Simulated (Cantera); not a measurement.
An adiabatic, constant-volume homogeneous reactor starts with H2 : O2 : N2 = 1 : 1.52 : 5.7 (molar parts), equivalence ratio 0.33, at 1475 K and 1.40 bar. Integrator tolerance rtol = 1e-08.

Computed with Cantera and the H2/O2 subset of GRI-Mech 3.0, which has no nitrogen chemistry.

**Question.** How do the results move with these cheaper or finer settings: rtol 1e-08 to 0.0001; full GRI-Mech 3.0 in place of its H2/O2 subset?

**Answer.** 
```tsv
setting	time of steepest temperature rise	temperature at 9.00 s	equilibrium temperature	x(H2) at 9.00 s	integrator steps
as above	12.3 µs	2448 K	2448 K	0.00107	1033
rtol 1e-08 to 0.0001	12.2 µs	2448 K	2448 K	0.00107	299
full GRI-Mech 3.0 in place of its H2/O2 subset	12.3 µs	2416 K	2416 K	0.000946	1198
```
